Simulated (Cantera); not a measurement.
**Premixed flame**

A freely propagating, adiabatic, planar premixed flame of H2 : O2 : N2 = 1 : 0.588 : 2.21 (molar parts), equivalence ratio 0.85, unburnt at 400 K and 1.70 bar; mixture-averaged transport, grid criteria slope 0.08 and curve 0.16, no radiation.

Cantera simulation using the H2/O2 subset of GRI-Mech 3.0, which has no nitrogen chemistry; the numbers are that mechanism's predictions, not measurements. Burning velocities carry a grid error of a few per cent, more on coarse grids.

| z (mm) | T (K) | u (m/s) | x H2 | x O2 | x H | x HO2 | x H2O2 | x O |
|---|---|---|---|---|---|---|---|---|
| -0.579 | 400 | 2.92 | 0.263 | 0.155 | <1e-8 | <1e-8 | <1e-8 | <1e-8 |
| -0.386 | 400 | 2.92 | 0.263 | 0.155 | <1e-8 | <1e-8 | <1e-8 | <1e-8 |
| -0.290 | 400 | 2.92 | 0.263 | 0.155 | <1e-8 | 1.30e-8 | <1e-8 | <1e-8 |
| -0.193 | 401 | 2.91 | 0.262 | 0.155 | <1e-8 | 5.58e-7 | 5.45e-8 | 2.03e-8 |
| -0.0965 | 436 | 3.11 | 0.245 | 0.158 | 5.13e-6 | 0.000186 | 1.83e-5 | 2.84e-6 |
| -0.0483 | 729 | 5.00 | 0.198 | 0.152 | 0.00200 | 0.000463 | 8.78e-5 | 0.000205 |
| 0 | 1184 | 7.90 | 0.122 | 0.119 | 0.0145 | 0.000187 | 2.13e-5 | 0.00300 |
| 0.0483 | 1503 | 9.94 | 0.0583 | 0.0725 | 0.0260 | 9.19e-5 | 5.38e-6 | 0.00788 |
| 0.0965 | 1676 | 11.0 | 0.0338 | 0.0501 | 0.0261 | 5.41e-5 | 2.92e-6 | 0.00969 |
| 0.193 | 1850 | 12.1 | 0.0245 | 0.0401 | 0.0189 | 3.30e-5 | 1.48e-6 | 0.00866 |
| 0.386 | 2007 | 13.0 | 0.0194 | 0.0357 | 0.0108 | 2.02e-5 | 8.23e-7 | 0.00607 |
| 0.772 | 2134 | 13.7 | 0.0135 | 0.0325 | 0.00521 | 1.16e-5 | 5.31e-7 | 0.00368 |
| 1.54 | 2224 | 14.2 | 0.00803 | 0.0303 | 0.00211 | 6.55e-6 | 3.78e-7 | 0.00199 |
x: mole fraction of selected species; z is measured from the peak of heat release.

- laminar burning velocity = 292 cm/s
- thermal thickness = 0.193 mm
- peak x(H) = 0.0270
- peak x(HO2) = 0.000594
- peak x(H2O2) = 8.89e-5
- peak x(O) = 0.00975
